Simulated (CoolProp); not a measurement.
Hydrogen chloride at several states: Z from the reference equation and from simpler models built on Tc = 324.7 K, pc = 8.314 MPa, ω = 0.130; each cubic takes its own stable root.

Model: reference Helmholtz-energy equation of state, Thol 2018, in CoolProp.

```json
[
 {"T (K)": "620.4", "p (MPa)": "29.8", "phase": "supercritical", "reference": "0.9332", "van der Waals": "0.8923", "Soave-Redlich-Kwong": "0.9968", "Peng-Robinson": "0.9562"},
 {"T (K)": "250.3", "p (MPa)": "1.22", "phase": "gas", "reference": "0.8546", "van der Waals": "0.9126", "Soave-Redlich-Kwong": "0.8811", "Peng-Robinson": "0.8743"},
 {"T (K)": "523", "p (MPa)": "0.316", "phase": "gas", "reference": "0.9969", "van der Waals": "0.9968", "Soave-Redlich-Kwong": "0.9979", "Peng-Robinson": "0.9970"},
 {"T (K)": "258.8", "p (MPa)": "5.48", "phase": "liquid", "reference": "0.09333", "van der Waals": "0.1561", "Soave-Redlich-Kwong": "0.1085", "Peng-Robinson": "0.09586"},
 {"T (K)": "556", "p (MPa)": "0.0966", "phase": "gas", "reference": "0.9992", "van der Waals": "0.9992", "Soave-Redlich-Kwong": "0.9995", "Peng-Robinson": "0.9993"}
]
```
